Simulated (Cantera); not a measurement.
Input: 1 mol Si₃N₄, 1.6 mol NF₃, 17 mol H₂O, equilibrated at 1352 °C and 2.00 mbar.

Cantera equilibrium calculation (NASA polynomials, part measured and part estimated; ideal gas, pure solids and liquids). Candidate condensed phases: H₂O, Si, SiO₂, Si₂N₂O, Si₃N₄; 58 gas species. The tables hold silica as quartz up to 1696 K and as liquid above; real silica turns to tridymite and cristobalite and melts near 1996 K. Kinetics and transport are ignored.

Base state: H₂O 0.495, HF 0.216, H₂ 0.162, N₂ 0.126, H 0.000635, OH 8.18e-5 (mole fractions); condensed: SiO₂(β-quartz).

Question: What changes in the equilibrium state with this change: NF₃ from 1.6 to 5.7 mol?

Answer: 
```json
[
 {"species": "HF", "before": "0.216", "after": "0.539"},
 {"species": "H₂O", "before": "0.495", "after": "0.266"},
 {"species": "N₂", "before": "0.126", "after": "0.153"},
 {"species": "H₂", "before": "0.162", "after": "0.000264"},
 {"species": "O₂", "before": "3.68e-7", "after": "0.0399"},
 {"species": "SiF₄", "before": "5.25e-7", "after": "7.06e-5"},
 {"species": "NO", "before": "1.14e-6", "after": "0.000413"},
 {"species": "O", "before": "2.64e-7", "after": "8.69e-5"},
 {"species": "H", "before": "0.000635", "after": "2.56e-5"},
 {"species": "OH", "before": "8.18e-5", "after": "0.00109"},
 {"species": "SiO₂(β-quartz), mol", "before": "3.00", "after": "3.00"}
]
```
